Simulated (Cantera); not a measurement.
Cantera run, input and output.

```python
import numpy as np
import cantera as ct

gas = ct.Solution("gri30.yaml")
gas.TPX = 675, 500000, {'CO': 1, 'H2': 0.088, 'CH4': 0.23, 'O2': 1.02, 'N2': 2.8, 'CO2': 0.16}
inlet = ct.Reservoir(gas, clone=True)
gas.equilibrate("HP")  # start burning
reactor = ct.IdealGasConstPressureReactor(gas, energy="on", clone=False)
exhaust = ct.Reservoir(gas, clone=True)
tau = [0.19, 0.095, 0.047, 0.023, 0.011, 0.0056, 0.0027, 0.0013, 0.00066, 0.00033, 0.00016, 7.9e-05][0]
for a, b in ((inlet, reactor), (reactor, exhaust)):
    ct.MassFlowController(a, b, mdot=lambda t: reactor.mass / tau)
net = ct.ReactorNet([reactor])
show = ['CO', 'H2', 'CH4', 'NO2', 'H2O', 'HCO']

rows = []
print(f"{'tau/s':>10s}{'T/K':>9s}" + "".join(f"{s:>11s}" for s in show))
for tau in [0.19, 0.095, 0.047, 0.023, 0.011, 0.0056, 0.0027, 0.0013, 0.00066, 0.00033, 0.00016, 7.9e-05]:
    net.initial_time = 0.0
    net.advance(30 * tau)
    before = gas.X
    net.advance(40 * tau)
    drift = np.max(np.abs(gas.X - before) / (gas.X + 1e-9))
    rows.append([gas.T, *gas[show].X, drift])
    print(f"{tau:10.3e}{gas.T:9.1f}" + "".join(f"{x:11.3e}" for x in gas[show].X))
```

It prints:

```
     tau/s      T/K         CO         H2        CH4        NO2        H2O        HCO
 1.900e-01   2638.0  5.055e-02  3.421e-03  4.984e-08  4.699e-06  1.034e-01  3.604e-08
 9.500e-02   2637.9  5.058e-02  3.423e-03  9.954e-08  4.665e-06  1.034e-01  3.729e-08
 4.700e-02   2637.5  5.065e-02  3.428e-03  2.006e-07  4.597e-06  1.034e-01  3.984e-08
 2.300e-02   2636.8  5.079e-02  3.438e-03  4.075e-07  4.463e-06  1.033e-01  4.509e-08
 1.100e-02   2635.2  5.108e-02  3.458e-03  8.421e-07  4.201e-06  1.032e-01  5.632e-08
 5.600e-03   2631.9  5.162e-02  3.497e-03  1.622e-06  3.791e-06  1.031e-01  7.705e-08
 2.700e-03   2624.4  5.277e-02  3.581e-03  3.249e-06  3.128e-06  1.027e-01  1.223e-07
 1.300e-03   2608.0  5.502e-02  3.754e-03  6.382e-06  2.300e-06  1.021e-01  2.159e-07
 6.600e-04   2578.2  5.875e-02  4.054e-03  1.164e-05  1.547e-06  1.011e-01  3.893e-07
 3.300e-04   2526.3  6.480e-02  4.571e-03  2.087e-05  9.271e-07  9.950e-02  7.350e-07
 1.600e-04   2446.8  7.346e-02  5.365e-03  3.755e-05  4.854e-07  9.706e-02  1.447e-06
 7.900e-05   2348.9  8.342e-02  6.324e-03  6.709e-05  2.408e-07  9.414e-02  2.797e-06
```

Detailed kinetics in Cantera: GRI-Mech 3.0 (53 species, 325 reactions).
